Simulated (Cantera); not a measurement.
What does this Cantera script print?

```python
import numpy as np
import cantera as ct

gas_names = [...]  # 77 gases of nasa_gas.yaml made of C, H, Ti
cond_names = """
    C(gr) C6H6(L) C7H8(L) C8H18(L),n-octa Ti(a) Ti(b) Ti(L) TiC(s) TiC(L)
""".split()


# ... load() reads the species with a 1 bar reference pressure and builds the phases ...
atoms = {
    'TiC': {'Ti': 1, 'C': 1},
    'H2': {'H': 2},
    'C': {'C': 1},
}
top_T = {'C(gr)': 4500}  # K; cautious upper limits of use, not melting points


# ... equilibrate(T, P, feed) seeds the gas with the atoms and calls Mixture.equilibrate('TP', solver="vcs", rtol=1e-11, max_steps=5000) ...
results = []
feed = {'TiC': 1, 'H2': 0.33, 'C': 0.0043}  # mol
P = 650  # Pa
for T in [1623, 1723, 1823, 1923, 2023, 2123, 2223, 2323, 2423, 2523, 2623, 2723, 2823, 2923]:
    mix = equilibrate(T, P, feed)
    results.append((T, P, feed, dict(zip(mix.species_names, mix.species_moles))))
    x = sorted(zip(gas.X, gas.species_names), reverse=True)
    print(f"T = {T:g} K  P = {P:g} Pa  gas = {mix.phase_moles(0):.4g} mol")
    print("   x: " + "  ".join(f"{s} {v:.3e}" for v, s in x if v > 0.001))
    print("   condensed (mol): " + ("  ".join(f"{mix.phase(i).name} {mix.phase_moles(i):.4g}"
          for i in range(1, mix.n_phases) if mix.phase_moles(i) > 1e-12) or "none"))
```

Result:

```
T = 1623 K  P = 650 Pa  gas = 0.3301 mol
   x: H2 9.991e-01
   condensed (mol): C(gr) 0.004274  TiC(s) 1
T = 1723 K  P = 650 Pa  gas = 0.3304 mol
   x: H2 9.976e-01  H 2.259e-03
   condensed (mol): C(gr) 0.004238  TiC(s) 1
T = 1823 K  P = 650 Pa  gas = 0.3309 mol
   x: H2 9.944e-01  H 5.359e-03
   condensed (mol): C(gr) 0.004159  TiC(s) 1
T = 1923 K  P = 650 Pa  gas = 0.3319 mol
   x: H2 9.879e-01  H 1.161e-02
   condensed (mol): C(gr) 0.004002  TiC(s) 1
T = 2023 K  P = 650 Pa  gas = 0.3339 mol
   x: H2 9.759e-01  H 2.327e-02
   condensed (mol): C(gr) 0.003716  TiC(s) 1
T = 2123 K  P = 650 Pa  gas = 0.3373 mol
   x: H2 9.549e-01  H 4.348e-02  C2H2,acetylene 1.582e-03
   condensed (mol): C(gr) 0.003229  TiC(s) 1
T = 2223 K  P = 650 Pa  gas = 0.3431 mol
   x: H2 9.210e-01  H 7.626e-02  C2H2,acetylene 2.673e-03
   condensed (mol): C(gr) 0.002455  TiC(s) 1
T = 2323 K  P = 650 Pa  gas = 0.3522 mol
   x: H2 8.697e-01  H 1.260e-01  C2H2,acetylene 4.211e-03
   condensed (mol): C(gr) 0.001302  TiC(s) 1
T = 2423 K  P = 650 Pa  gas = 0.366 mol
   x: H2 7.976e-01  H 1.964e-01  C2H2,acetylene 5.762e-03
   condensed (mol): TiC(s) 1
T = 2523 K  P = 650 Pa  gas = 0.3861 mol
   x: H2 7.045e-01  H 2.893e-01  C2H2,acetylene 5.464e-03
   condensed (mol): TiC(s) 0.9998
T = 2623 K  P = 650 Pa  gas = 0.4139 mol
   x: H2 5.909e-01  H 4.016e-01  C2H2,acetylene 5.272e-03  Ti 1.562e-03
   condensed (mol): TiC(s) 0.9994
T = 2723 K  P = 650 Pa  gas = 0.4507 mol
   x: H 5.236e-01  H2 4.646e-01  C2H2,acetylene 5.374e-03  Ti 4.814e-03
   condensed (mol): TiC(s) 0.9978
T = 2823 K  P = 650 Pa  gas = 0.4973 mol
   x: H 6.391e-01  H2 3.378e-01  Ti 1.293e-02  C2H2,acetylene 5.563e-03  C3 1.990e-03  C2H 1.380e-03
   condensed (mol): TiC(s) 0.9936
T = 2923 K  P = 650 Pa  gas = 0.5564 mol
   x: H 7.263e-01  H2 2.234e-01  Ti 3.232e-02  C3 6.553e-03  C2H2,acetylene 5.140e-03  C2H 2.564e-03  C 2.507e-03
   condensed (mol): TiC(s) 0.982
```

Method: chemical equilibrium by Gibbs-energy minimisation in Cantera with the NASA 1993 tables (ideal gas, pure condensed phases). TiC: taken at fixed stoichiometry.
